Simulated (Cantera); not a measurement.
Source: NASA polynomial tables (part measured, part estimated), evaluated in Cantera. Values are per mole of reaction as written; species without (g) are pure solids or liquids, kept so even where they would boil at 1 bar.

a) 0.6667 B + Cl₂(g) = 0.6667 BCl₃(g)
b) 0.6667 Al + Cl₂(g) = 0.3333 Al₂Cl₆(g)
c) 2 Cu + Cl₂(g) = 0.6667 Cu₃Cl₃(g)
d) 2 Na + Cl₂(g) = 2 NaCl(g)
e) 2 Cs + Cl₂(g) = 2 CsCl

Order these by ΔG° at 925 K, most negative first.

e (-708 kJ), d (-469 kJ), b (-356 kJ), a (-238 kJ), c (-169 kJ)
